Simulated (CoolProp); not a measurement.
R21 along the isotherm 199.85 °C: density (kg/m³) from the reference equation and from simpler models built on Tc = 179.6 °C, pc = 5289 kPa, ω = 0.206; each cubic takes its own stable root.

The numbers come from the reference Helmholtz-energy equation of state, Platzer 1990 in CoolProp. This equation is an older, rougher fit; its heat capacities, sound speeds and derivatives of the liquid may be far off and weren't checked against measurements.

| p (kPa) | phase | reference |
|---|---|---|
| 2640 | gas | 82.67 |
| 5290 | supercritical | 233.2 |
| 7930 | supercritical | 683.4 |
| 10600 | supercritical | 831.6 |
| 13200 | supercritical | 893.9 |
| 15900 | supercritical | 936.3 |
| 18500 | supercritical | 967.1 |
| 21200 | supercritical | 992.9 |
| 23800 | supercritical | 1014 |
| 26400 | supercritical | 1032 |

### Question
How far does each simpler model (ideal gas, Soave-Redlich-Kwong, Peng-Robinson) lie from the reference over these 10 states: mean and median of the absolute difference, and the worst?

### Answer
- ideal gas: mean 47.6 %, median 47.0 %, worst -69.6 % at 199.85 °C and 7930 kPa
- Soave-Redlich-Kwong: mean 8.2 %, median 8.1 %, worst -15.0 % at 199.85 °C and 7930 kPa
- Peng-Robinson: mean 3.0 %, median 2.3 %, worst -7.8 % at 199.85 °C and 7930 kPa
